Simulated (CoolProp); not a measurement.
Vapour-liquid equilibrium of o-xylene (1) + n-undecane (2) at 0.00139 MPa; x and y are mole fractions of (1).

Computed with CoolProp (multi-fluid Helmholtz-energy mixture model, Zhou 2012 and Aleksandrov 2011; pair parameters Bell 2016).

| x | bubble temperature, mixture model (K) | bubble temperature, Raoult's law (K) | y, mixture model | y, Raoult's law |
|---|---|---|---|---|
| 0.05 | 343.2 | 342.9 | 0.291 | 0.301 |
| 0.15 | 334.3 | 334.2 | 0.612 | 0.616 |
| 0.25 | 327.8 | 327.8 | 0.768 | 0.767 |
| 0.35 | 322.8 | 322.9 | 0.852 | 0.850 |
| 0.45 | 318.8 | 319.0 | 0.903 | 0.901 |
| 0.55 | 315.6 | 315.8 | 0.936 | 0.935 |
| 0.65 | 312.9 | 313.0 | 0.958 | 0.958 |
| 0.75 | 310.6 | 310.7 | 0.974 | 0.974 |
| 0.85 | 308.5 | 308.6 | 0.986 | 0.987 |
| 0.95 | 306.7 | 306.7 | 0.996 | 0.996 |

The largest gap from Raoult's law is +0.3 K in bubble temperature, at x = 0.05. No azeotrope shows between x = 0.05 and 0.95.

The pair parameters rest on a limited set of measurements; away from them the model extrapolates. The gap from Raoult's law changes sign with composition, which may be real or a fault of the pair parameters; it wasn't checked against measurements.
